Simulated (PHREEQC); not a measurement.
A solution holds 0.0065 mol NaBF4, 0.00019 mol NH4F and 0.011 mol (NH4)2SiF6 per kg of water, at 25 °C. It is in equilibrium with CO2 at log p = -3.4 (atm). Otherwise closed; pH follows from the charge balance.

All values are PHREEQC results (ion-association model, wateq4f.dat), not measurements.

Precipitation was switched off in this run.

Task: Predict the pH, ionic strength.

Result: pH 2.99; ionic strength 0.0408 mol/kgw.

Task: In which forms is F present?

Result: SiF6-2 71 %, BF4- 20 %, HF 3.4 %, F- 2.7 %, BF3OH- 1.8 %, BF2(OH)2- 0.5 % of the F.

Species that the database lacks are ignored. SiF6-2 is the database's only silicon fluoride. Real BF4- forms and hydrolyses slowly; the run takes it at equilibrium.
